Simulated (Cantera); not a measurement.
Input (Python, Cantera):

```python
import numpy as np
import cantera as ct

gas = ct.Solution("SiF4_NH3_mec.yaml", "gas")
gas.TPX = 1973, 34000, {'NH3': 0.34, 'N2': 12}
reactor = ct.IdealGasConstPressureReactor(gas, energy="off", clone=False)
net = ct.ReactorNet([reactor])
net.rtol, net.atol = 1e-08, 1e-18
show = ['NH3', 'H', 'NH2', 'NH', 'H2']
times = np.geomspace(2e-05, 8, 9)

steps = ct.SolutionArray(gas, extra=["t"])
rows = []
print(f"{'t/s':>10s}{'T/K':>9s}{'P/Pa':>11s}" + "".join(f"{s:>11s}" for s in show))
for t in times:
    while net.time < t:
        t_next = net.step()
        steps.append(gas.state, t=t_next)
    rows.append([np.interp(t, steps.t, y) for y in (steps.T, steps.P, *steps(*show).X.T)])
    print(f"{t:10.3e}{rows[-1][0]:9.1f}{rows[-1][1]:11.4g}" + "".join(f"{x:11.3e}" for x in rows[-1][2:]))
rate = np.gradient(steps.T, steps.t)
print("integrator steps:", len(steps.t))
if steps.T.max() > steps.T[0] + 200:
    print(f"time of steepest temperature rise: {steps.t[rate.argmax()]:.4e} s")
gas.TPX = 1973, 34000, {'NH3': 0.34, 'N2': 12}
gas.equilibrate("TP")
print(f"equilibrium (TP): T = {gas.T:.1f} K  " + "  ".join(f"{s} {gas[s].X[0]:.3e}" for s in show))
```

It prints:

```
       t/s      T/K       P/Pa        NH3          H        NH2         NH         H2
 2.000e-05   1973.0    3.4e+04  2.755e-02  3.554e-07  2.591e-06  4.778e-10  1.118e-06
 1.003e-04   1973.0    3.4e+04  2.754e-02  3.632e-07  1.437e-05  1.839e-08  7.042e-06
 5.030e-04   1973.0    3.4e+04  2.748e-02  4.729e-07  7.149e-05  4.810e-07  4.010e-05
 2.522e-03   1973.0    3.4e+04  2.709e-02  2.411e-06  2.046e-04  2.470e-06  4.773e-04
 1.265e-02   1973.0    3.4e+04  2.493e-02  9.298e-06  1.607e-04  3.975e-06  3.665e-03
 6.343e-02   1973.0    3.4e+04  1.658e-02  3.202e-05  9.361e-05  4.486e-06  1.591e-02
 3.181e-01   1973.0    3.4e+04  2.777e-03  1.061e-04  2.341e-05  2.263e-06  3.609e-02
 1.595e+00   1973.0    3.4e+04  7.441e-06  4.470e-04  2.396e-07  9.376e-08  3.998e-02
 8.000e+00   1973.0    3.4e+04  4.767e-07  4.657e-04  1.600e-08  6.533e-09  3.998e-02
integrator steps: 1559
equilibrium (TP): T = 1973.0 K  NH3 5.577e-08  H 4.657e-04  NH2 1.872e-09  NH 7.644e-10  H2 3.998e-02
```

Detailed kinetics in Cantera: the gas-phase N/H chemistry of the illustrative SiF4/NH3 mechanism in the Surface Chemkin manual (1991). Walls and surfaces, which speed up NH3 decomposition in real reactors, are not modelled.
